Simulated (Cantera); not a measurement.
Input: 1 mol toluene, 0.018 mol O2, 2.9 mol N2, held at 0.930 bar.

Equilibrium computed with Cantera from the NASA thermochemical tables; the gas is ideal and each condensed phase is pure. Candidate condensed phases: C, C6H6, C7H8, C8H18, H2O; 136 gas species. Rates play no part.

x: gas mole fraction; n: condensed amount in mol.

| T (°C) | x H2 | x N2 | x CH4 | x HCN | n C(graphite) |
|---|---|---|---|---|---|
| 577 | 0.426 | 0.464 | 0.105 | (withheld) | 6.34 |
| 777 | 0.553 | 0.425 | 0.0163 | (withheld) | 6.86 |
| 977 | 0.572 | 0.419 | 0.00334 | (withheld) | 6.94 |
| 1177 | 0.575 | 0.418 | 0.00102 | (withheld) | 6.95 |
| 1377 | 0.575 | 0.418 | 0.000409 | (withheld) | 6.95 |
| 1577 | 0.574 | 0.416 | 0.000201 | (withheld) | 6.93 |
| 1777 | 0.570 | 0.413 | 0.000113 | (withheld) | 6.89 |

Q: What belongs in the gaps?

A: 
- 577, x HCN: 1.36e-7
- 777, x HCN: 5.39e-6
- 977, x HCN: 6.21e-5
- 1177, x HCN: 0.000360
- 1377, x HCN: 0.00135
- 1577, x HCN: 0.00380
- 1777, x HCN: 0.00867
